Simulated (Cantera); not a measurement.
Input (Python, Cantera):

```python
import numpy as np
import cantera as ct

gas = ct.Solution("gri30.yaml")
gas.TPX = 1225, 2200000, {'CH4': 1, 'O2': 0.952, 'N2': 3.58, 'C2H6': 0.0088}
reactor = ct.IdealGasReactor(gas, energy="on", clone=False)
net = ct.ReactorNet([reactor])
net.rtol, net.atol = 1e-08, 1e-16
show = ['CH4', 'O2', 'C2H2', 'C2H4', 'CH2']
times = np.geomspace(9e-06, 1, 15)

steps = ct.SolutionArray(gas, extra=["t"])
rows = []
print(f"{'t/s':>10s}{'T/K':>9s}{'P/Pa':>11s}" + "".join(f"{s:>11s}" for s in show))
for t in times:
    while net.time < t:
        t_next = net.step()
        steps.append(gas.state, t=t_next)
    rows.append([np.interp(t, steps.t, y) for y in (steps.T, steps.P, *steps(*show).X.T)])
    print(f"{t:10.3e}{rows[-1][0]:9.1f}{rows[-1][1]:11.4g}" + "".join(f"{x:11.3e}" for x in rows[-1][2:]))
rate = np.gradient(steps.T, steps.t)
print("integrator steps:", len(steps.t))
if steps.T.max() > steps.T[0] + 200:
    print(f"time of steepest temperature rise: {steps.t[rate.argmax()]:.4e} s")
gas.TPX = 1225, 2200000, {'CH4': 1, 'O2': 0.952, 'N2': 3.58, 'C2H6': 0.0088}
gas.equilibrate("UV")
print(f"equilibrium (UV): T = {gas.T:.1f} K  " + "  ".join(f"{s} {gas[s].X[0]:.3e}" for s in show))
```

Output:

```
       t/s      T/K       P/Pa        CH4         O2       C2H2       C2H4        CH2
 9.000e-06   1225.0    2.2e+06  1.805e-01  1.718e-01  5.312e-15  2.261e-08  3.587e-15
 2.064e-05   1225.0    2.2e+06  1.805e-01  1.718e-01  1.279e-13  1.422e-07  3.028e-14
 4.732e-05   1225.0    2.2e+06  1.805e-01  1.718e-01  4.597e-12  9.844e-07  2.740e-13
 1.085e-04   1225.2    2.2e+06  1.804e-01  1.718e-01  1.352e-10  5.665e-06  1.009e-12
 2.488e-04   1225.9  2.202e+06  1.803e-01  1.717e-01  1.793e-09  2.112e-05  1.651e-12
 5.706e-04   1228.9  2.207e+06  1.797e-01  1.713e-01  1.977e-08  7.289e-05  4.126e-12
 1.308e-03   1267.1  2.278e+06  1.738e-01  1.666e-01  7.506e-07  5.355e-04  1.147e-10
 3.000e-03   2551.8  5.484e+06  5.911e-08  4.424e-07  1.427e-10  8.764e-13  1.701e-10
 6.879e-03   2551.8  5.484e+06  5.903e-08  4.425e-07  1.425e-10  8.750e-13  1.699e-10
 1.577e-02   2551.8  5.484e+06  5.903e-08  4.425e-07  1.425e-10  8.750e-13  1.699e-10
 3.617e-02   2551.8  5.484e+06  5.903e-08  4.425e-07  1.425e-10  8.750e-13  1.699e-10
 8.294e-02   2551.8  5.484e+06  5.903e-08  4.425e-07  1.425e-10  8.750e-13  1.699e-10
 1.902e-01   2551.8  5.484e+06  5.903e-08  4.425e-07  1.425e-10  8.750e-13  1.699e-10
 4.361e-01   2551.8  5.484e+06  5.903e-08  4.425e-07  1.425e-10  8.750e-13  1.699e-10
 1.000e+00   2551.8  5.484e+06  5.903e-08  4.425e-07  1.425e-10  8.750e-13  1.699e-10
integrator steps: 2332
time of steepest temperature rise: 1.5500e-03 s
equilibrium (UV): T = 2551.8 K  CH4 6.524e-08  O2 4.425e-07  C2H2 1.570e-10  C2H4 9.646e-13  CH2 1.870e-10
```

Detailed kinetics in Cantera: GRI-Mech 3.0 (53 species, 325 reactions). The pressure lies above the range GRI-Mech 3.0 was tuned for (to about 10 atm).
